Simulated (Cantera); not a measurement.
Feed: 1 mol Si, a varied amount of HCl, at 550 K and 3100 Pa.

Equilibrium computed with Cantera from the NASA thermochemical tables; the gas is ideal and each condensed phase is pure. Candidate condensed phases: Si; 19 gas species. The numbers say what is thermodynamically allowed, not how fast it happens.

x: gas mole fraction; n: condensed amount in mol.

| n(HCl) (mol) | x HCl | x H2 | x SiCl4 | x SiHCl3 | x SiH2Cl2 | n Si(s) |
|---|---|---|---|---|---|---|
| 2.8 | 2.66e-5 | 0.648 | 0.297 | 0.0547 | 0.000425 | 0.271 |
| 3.4 | 2.66e-5 | 0.648 | 0.297 | 0.0547 | 0.000425 | 0.115 |
| 4.1 | [?] | 0.645 | [?] | [?] | [?] | 0 |
| 5 | 0.250 | 0.500 | 0.250 | 3.79e-6 | 2.42e-12 | 0 |
| 6.1 | 0.412 | 0.392 | 0.196 | 1.41e-6 | <1e-12 | 0 |
| 7.4 | [?] | [?] | [?] | [?] | <1e-12 | 0 |
| 9 | 0.625 | 0.250 | 0.125 | 3.79e-7 | <1e-12 | 0 |
| 11 | 0.700 | 0.200 | 0.1000 | 2.16e-7 | <1e-12 | 0 |
| 13 | 0.750 | 0.167 | 0.0833 | 1.40e-7 | <1e-12 | 0 |
| 16 | 0.800 | 0.133 | 0.0667 | 8.41e-8 | <1e-12 | 0 |
| 20 | 0.842 | 0.105 | 0.0526 | 4.98e-8 | <1e-12 | 0 |
| 24 | 0.870 | 0.0870 | 0.0435 | 3.29e-8 | <1e-12 | 0 |
| 29 | 0.893 | 0.0714 | 0.0357 | 2.16e-8 | <1e-12 | 0 |

Question: Some entries are withheld; supply them.

Answer: 
- 7.4, x HCl: 0.531
- 7.4, x H2: 0.312
- 7.4, x SiCl4: 0.156
- 7.4, x SiHCl3: 6.96e-7
- 4.1, x HCl: 0.0323
- 4.1, x SiCl4: 0.323
- 4.1, x SiHCl3: 4.88e-5
- 4.1, x SiH2Cl2: 3.11e-10
